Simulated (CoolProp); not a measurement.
The numbers come from the reference Helmholtz-energy equation of state, Gedanitz 2015 in CoolProp.

Give the vapour pressure (kPa), liquid density (kg/m³), vapour density (kg/m³), surface tension (mN/m) of saturated cyclopentane at 108.75, 117.55 °C.


| T (°C) | p (kPa) | liquid density (kg/m³) | vapour density (kg/m³) | surface tension (mN/m) |
|---|---|---|---|---|
| 108.75 | 510 | 649 | 12.7 | 10.9 |
| 117.55 | 618 | 638 | 15.3 | 9.93 |

Surface tension comes from a separate correlation (Mulero 2014).
